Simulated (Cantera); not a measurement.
Input: 1 mol SiHCl3, 7.6 mol H2, at 973 K.

Equilibrium computed with Cantera from the NASA thermochemical tables; the gas is ideal and each condensed phase is pure. Candidate condensed phases: Si; 19 gas species. Kinetics and transport are ignored.

What share of the Si ends up in condensed phases as a function of P (Pa), at 100, 350, 1300, 4500, 16000, 56000, 200000?


| P (Pa) | Si condensed (%) | as |
|---|---|---|
| 100 | 31.2 | Si(s) |
| 350 | 28.8 | Si(s) |
| 1300 | 26.4 | Si(s) |
| 4500 | 24.1 | Si(s) |
| 16000 | 21.6 | Si(s) |
| 56000 | 19.0 | Si(s) |
| 200000 | 16.0 | Si(s) |
